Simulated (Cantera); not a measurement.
Mixture: CH4 : O2 : N2 = 1 : 2.11 : 11.4 (molar parts), at 750 Torr, adiabatic and at constant volume. Ignition delay is the time to a rise of 400 K.

Model: GRI-Mech 3.0 (53 species, 325 reactions), integrated in Cantera.

Question: At T0 = 1448 K, what is the delay, and which 8 reactions control it most (d ln τ / d ln k, from doubling and halving each rate constant)?

Answer: The delay is 2.57 ms.
```json
[
 {"reaction": "CH3 + O2 <=> CH3O + O", "d ln τ / d ln k": "-0.47", "faster rate": "shortens it"},
 {"reaction": "2 CH3 (+M) <=> C2H6 (+M)", "d ln τ / d ln k": "0.41", "faster rate": "lengthens it"},
 {"reaction": "H + O2 <=> O + OH", "d ln τ / d ln k": "-0.35", "faster rate": "shortens it"},
 {"reaction": "CH4 + H <=> CH3 + H2", "d ln τ / d ln k": "0.28", "faster rate": "lengthens it"},
 {"reaction": "CH3 + O2 <=> CH2O + OH", "d ln τ / d ln k": "-0.23", "faster rate": "shortens it"},
 {"reaction": "CH3 + HO2 <=> CH3O + OH", "d ln τ / d ln k": "-0.15", "faster rate": "shortens it"},
 {"reaction": "CH2O + O2 <=> HCO + HO2", "d ln τ / d ln k": "-0.13", "faster rate": "shortens it"},
 {"reaction": "CH2O + CH3 <=> CH4 + HCO", "d ln τ / d ln k": "-0.12", "faster rate": "shortens it"}
]
```
